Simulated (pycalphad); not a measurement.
Effect of Si content in Ti-V-Si

All values are pycalphad results on the COST 507 light-alloy database (1999) (1 atm), not direct measurements. These are 1990s assessments: newer ones move some temperatures and phases. The system is extrapolated from its subsystems; higher-order compounds may be missing. Phase fractions are per mole of atoms.

```csv
alloy,liquidus (K),first solid,solidus (K),phases at 1200 K
Ti-0.24V-1.04Si (at.%),1921,BCC_A2,1807,BCC_A2 1.00
Ti-0.24V-2.08Si (at.%),1903,BCC_A2,1723,"BCC_A2 0.98, SITI3 0.02"
Ti-0.24V-4.15Si (at.%),1867,BCC_A2,1635,"BCC_A2 0.89, SITI3 0.11"
Ti-0.24V-8.3Si (at.%),1776,BCC_A2,1613,"BCC_A2 0.71, SITI3 0.29"
Ti-0.24V-12.45Si (at.%),1636,BCC_A2,1613,"BCC_A2 0.54, SITI3 0.46"
```

Database names, with the compositions (at.%) that they take in these runs: SITI3: Ti 75 Si 25. BCC_A2 is bcc.
